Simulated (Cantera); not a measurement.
Cantera run, input and output.

```python
import numpy as np
import cantera as ct

gas = ct.Solution("h2o2.yaml")
gas.TPX = 525, 39000, {'H2': 1, 'O2': 0.357, 'N2': 1.34}
inlet = ct.Reservoir(gas, clone=True)
gas.equilibrate("HP")  # start burning
reactor = ct.IdealGasConstPressureReactor(gas, energy="on", clone=False)
exhaust = ct.Reservoir(gas, clone=True)
tau = [0.47, 0.14, 0.044, 0.014, 0.0042, 0.0013, 0.0004, 0.00012, 3.8e-05, 1.2e-05][0]
for a, b in ((inlet, reactor), (reactor, exhaust)):
    ct.MassFlowController(a, b, mdot=lambda t: reactor.mass / tau)
net = ct.ReactorNet([reactor])
show = ['H2', 'O2', 'OH', 'H2O', 'O', 'H', 'H2O2']

rows = []
print(f"{'tau/s':>10s}{'T/K':>9s}" + "".join(f"{s:>11s}" for s in show))
for tau in [0.47, 0.14, 0.044, 0.014, 0.0042, 0.0013, 0.0004, 0.00012, 3.8e-05, 1.2e-05]:
    net.initial_time = 0.0
    net.advance(30 * tau)
    before = gas.X
    net.advance(40 * tau)
    drift = np.max(np.abs(gas.X - before) / (gas.X + 1e-9))
    rows.append([gas.T, *gas[show].X, drift])
    print(f"{tau:10.3e}{gas.T:9.1f}" + "".join(f"{x:11.3e}" for x in gas[show].X))
```

Result:

```
     tau/s      T/K         H2         O2         OH        H2O          O          H       H2O2
 4.700e-01   2405.0  1.194e-01  2.661e-04  4.566e-03  2.974e-01  2.539e-04  9.927e-03  1.782e-08
 1.400e-01   2392.6  1.191e-01  3.424e-04  5.069e-03  2.964e-01  3.197e-04  1.120e-02  2.081e-08
 4.400e-02   2361.2  1.184e-01  5.628e-04  6.254e-03  2.937e-01  5.147e-04  1.443e-02  2.791e-08
 1.400e-02   2294.0  1.170e-01  1.143e-03  8.362e-03  2.883e-01  1.040e-03  2.126e-02  4.220e-08
 4.200e-03   2168.2  1.147e-01  2.520e-03  1.098e-02  2.785e-01  2.294e-03  3.401e-02  7.510e-08
 1.300e-03   1987.8  1.111e-01  4.904e-03  1.237e-02  2.658e-01  4.353e-03  5.272e-02  1.629e-07
 4.000e-04   1762.9  1.058e-01  8.441e-03  1.138e-02  2.520e-01  6.735e-03  7.693e-02  4.285e-07
 1.200e-04   1512.5  1.039e-01  1.477e-02  8.152e-03  2.354e-01  8.285e-03  1.015e-01  1.042e-06
 3.800e-05   1213.9  1.680e-01  4.595e-02  3.629e-03  1.737e-01  6.337e-03  8.506e-02  1.317e-06
 1.200e-05    525.0  3.708e-01  1.324e-01  3.492e-21  1.848e-16  1.665e-19  2.186e-20  1.329e-19
```

Detailed kinetics in Cantera: the H2/O2 subset of GRI-Mech 3.0, which has no nitrogen chemistry.
